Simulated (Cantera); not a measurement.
An adiabatic, constant-volume homogeneous reactor starts with CO : H₂ : O₂ : N₂ = 1 : 0.26 : 0.45 : 1.69 (molar parts), equivalence ratio 1.4, at 1475 K and 1.20 bar. Integrator tolerance rtol = 1e-08.

Computed with Cantera and GRI-Mech 3.0 (53 species, 325 reactions).

| quantity | before | after |
|---|---|---|
| time of steepest temperature rise | 19.6 µs | 19.6 µs |
| temperature at 4.00 s | 2954 K | 2818 K |
| equilibrium temperature | 2954 K | 2818 K |
| x(CO) at 4.00 s | 0.178 (gas-phase equilibrium 0.178) | 0.167 (gas-phase equilibrium 0.167) |
| x(H₂) at 4.00 s | 0.0102 (gas-phase equilibrium 0.0102) | 0.00965 (gas-phase equilibrium 0.00965) |
| x(O₂) at 4.00 s | 0.0231 (gas-phase equilibrium 0.0231) | 0.0198 (gas-phase equilibrium 0.0198) |
| x(H₂O₂) at 4.00 s | 2.18e-7 (gas-phase equilibrium 2.18e-7) | 1.26e-7 (gas-phase equilibrium 1.26e-7) |
| x(HO₂) at 4.00 s | 7.00e-6 (gas-phase equilibrium 7.00e-6) | 4.22e-6 (gas-phase equilibrium 4.22e-6) |

### Question
Which change was made?
A) initial temperature 1475 to 1750 K
B) constant pressure in place of constant volume
C) initial temperature 1475 to 1325 K
D) O2 0.45 to 0.14 parts

### Answer
B, constant pressure in place of constant volume
